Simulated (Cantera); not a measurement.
## Equilibrium for fluorocarbon and chlorocarbon gases: CH3F + H2

A closed system holds: 1 mol CH3F, 0.62 mol H2.

These are equilibrium values from Cantera (NASA tables, ideal gas, pure condensed phases), not measurements of a reactor. Candidate condensed phases: C, C6H6, C7H8, C8H18; 95 gas species. Rates play no part.

Problem. Map the stable condensed phases over T = 2373, 2473, 2573, 2673, 2773, 2873, 2973, 3073, 3173 K and P in Pa = 1, 5.2, 27, 140, 720, 3700, 19000, 100000.

Solution. 
```
T in K \ P in Pa
              1    5.2     27    140    720   3700  19000 100000
   3173       A      A      A      A      A      B      B      B
   3073       A      A      A      A      A      B      B      B
   2973       A      A      A      A      B      B      B      B
   2873       A      A      A      B      B      B      B      B
   2773       A      A      A      B      B      B      B      B
   2673       A      A      B      B      B      B      B      B
   2573       A      B      B      B      B      B      B      B
   2473       B      B      B      B      B      B      B      B
   2373       B      B      B      B      B      B      B      B
```
A: gas only; B: C.
